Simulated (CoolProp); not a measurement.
A closed Brayton cycle with carbon dioxide: compressor inlet 322.15 K and 8.5 MPa, high pressure 28.5 MPa, turbine inlet 900 K, compressor efficiency 0.8, turbine efficiency 0.93, recuperator effectiveness 0.8 (on enthalpy, no pinch check). Each further row changes one setting.

Model: reference Helmholtz-energy equation of state, Span 1996, in CoolProp.

| case | thermal efficiency (%) | net work (kJ/kg) | compressor to turbine work | compressor exit (K) | turbine exit (K) |
|---|---|---|---|---|---|
| as stated | 33.0 | 113 | 0.37 | 420.8 | 743.7 |
| turbine inlet 850 K | 31.8 | 101 | 0.39 | 420.8 | … |
| compressor inlet 332.15 K | … | 103 | … | 441.2 | 743.7 |
| high pressure 24.2 MPa | 31.6 | 102 | 0.35 | 406.9 | 764.1 |
| recuperator effectiveness 0.5 | 24.9 | 113 | 0.37 | 420.8 | 743.7 |

Task: Some entries are withheld; supply them.

Result: 
- turbine inlet 850 K, turbine exit (K): 699.2
- compressor inlet 332.15 K, thermal efficiency (%): 31.7
- compressor inlet 332.15 K, compressor to turbine work: 0.42
